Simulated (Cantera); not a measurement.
Cantera run, input and output.

```python
import numpy as np
import cantera as ct

gas = ct.Solution("gri30.yaml")
gas.TPX = 2275, 1333, {'CH4': 0.01, 'H2': 0.64, 'CO2': 0.0093}
reactor = ct.IdealGasConstPressureReactor(gas, energy="off", clone=False)
net = ct.ReactorNet([reactor])
net.rtol, net.atol = 1e-08, 1e-18
show = ['CH4', 'H2', 'CO2', 'H2O', 'H', 'C2H6']
times = np.geomspace(0.0008, 20, 9)

steps = ct.SolutionArray(gas, extra=["t"])
rows = []
print(f"{'t/s':>10s}{'T/K':>9s}{'P/Pa':>11s}" + "".join(f"{s:>11s}" for s in show))
for t in times:
    while net.time < t:
        t_next = net.step()
        steps.append(gas.state, t=t_next)
    rows.append([np.interp(t, steps.t, y) for y in (steps.T, steps.P, *steps(*show).X.T)])
    print(f"{t:10.3e}{rows[-1][0]:9.1f}{rows[-1][1]:11.4g}" + "".join(f"{x:11.3e}" for x in rows[-1][2:]))
rate = np.gradient(steps.T, steps.t)
print("integrator steps:", len(steps.t))
if steps.T.max() > steps.T[0] + 200:
    print(f"time of steepest temperature rise: {steps.t[rate.argmax()]:.4e} s")
gas.TPX = 2275, 1333, {'CH4': 0.01, 'H2': 0.64, 'CO2': 0.0093}
gas.equilibrate("TP")
print(f"equilibrium (TP): T = {gas.T:.1f} K  " + "  ".join(f"{s} {gas[s].X[0]:.3e}" for s in show))
```

It prints:

```
       t/s      T/K       P/Pa        CH4         H2        CO2        H2O          H       C2H6
 8.000e-04   2275.0       1333  1.436e-02  9.676e-01  1.353e-02  5.448e-04  2.635e-03  1.208e-07
 2.837e-03   2275.0       1333  1.215e-02  9.573e-01  8.647e-03  5.330e-03  8.687e-03  5.313e-07
 1.006e-02   2275.0       1333  4.676e-03  9.438e-01  1.899e-04  1.322e-02  1.825e-02  1.851e-07
 3.567e-02   2275.0       1333  7.290e-04  9.402e-01  3.520e-05  1.184e-02  2.542e-02  6.163e-09
 1.265e-01   2275.0       1333  2.846e-04  9.347e-01  2.905e-05  7.752e-03  3.349e-02  1.183e-09
 4.485e-01   2275.0       1333  7.156e-05  9.253e-01  1.078e-05  2.240e-03  4.611e-02  9.495e-11
 1.591e+00   2275.0       1333  9.152e-06  9.089e-01  8.511e-07  1.618e-04  6.400e-02  1.951e-12
 5.640e+00   2275.0       1333  9.632e-07  9.027e-01  7.816e-10  1.472e-07  7.034e-02  2.471e-14
 2.000e+01   2275.0       1333  9.163e-07  9.027e-01  1.964e-10  3.700e-08  7.039e-02  2.253e-14
integrator steps: 1728
equilibrium (TP): T = 2275.0 K  CH4 9.235e-07  H2 9.027e-01  CO2 1.983e-10  H2O 3.735e-08  H 7.039e-02  C2H6 2.286e-14
```

Detailed kinetics in Cantera: GRI-Mech 3.0 (53 species, 325 reactions). Radical loss at walls, strong at low pressure, is not modelled.
